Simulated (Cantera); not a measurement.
# Thermodynamics of silicon etching in halogen gases, feed Si + Cl2 + H2

Input: 1 mol Si, 0.75 mol Cl2, 12 mol H2, at 13.3 mbar.

Method: chemical equilibrium by Gibbs-energy minimisation in Cantera with the NASA 1993 tables (ideal gas, pure condensed phases). Candidate condensed phases: Si; 19 gas species. The tables' values for SiCl3, SiCl are old estimates; treat these amounts as uncertain. The numbers say what is thermodynamically allowed, not how fast it happens.

From 777 °C to 1302 °C the condensed part is Si(s). The main Si-bearing gas is SiCl4 at 777 °C and SiCl2 at 1302 °C. The share of Si in condensed phases is highest at 1002 °C (75.2 %) and lowest at 777 °C (69.4 %).

| T (°C) | log p H2 | log p HCl | log p SiCl2 | log p SiCl4 | n Si(s) |
|---|---|---|---|---|---|
| 777 | -1.90 | -3.36 | -4.55 | -3.67 | 0.694 |
| 852 | -1.91 | -3.18 | -4.12 | -3.86 | 0.728 |
| 927 | -1.91 | -3.06 | -3.84 | -4.20 | 0.748 |
| 1002 | -1.92 | -3.01 | -3.69 | -4.70 | 0.752 |
| 1077 | -1.92 | -3.00 | -3.62 | -5.27 | 0.748 |
| 1152 | -1.92 | -2.99 | -3.59 | -5.83 | 0.741 |
| 1227 | -1.92 | -3.00 | -3.57 | -6.35 | 0.735 |
| 1302 | -1.92 | -3.00 | -3.55 | -6.83 | 0.728 |
log p: log10 of the partial pressure in bar; n: condensed amount in mol.
